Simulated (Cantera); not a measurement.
# Equilibrium for nitride etching: Si3N4 + HCl + N2

Charge: 1 mol Si3N4, 23 mol HCl, 61 mol N2, held at 2100 K and 10.0 Torr.

Cantera equilibrium calculation (NASA polynomials, part measured and part estimated; ideal gas, pure solids and liquids). Candidate condensed phases: NH4Cl, Si, Si3N4; 28 gas species. The tables' values for SiCl3, SiCl are old estimates; treat these amounts as uncertain. The numbers say what is thermodynamically allowed, not how fast it happens.

- x(N2): 0.724
- x(HCl): 0.178
- x(H2): 0.0404
- x(SiCl2): 0.0333
- x(Cl): 0.0176
- x(H): 0.00543
- x(SiCl3): 0.000560
- x(SiCl): 0.000382
- x(Si): 0.000199
- gas amount: 87.01 mol
- log10 activity of Si(l) (absent): -1.70
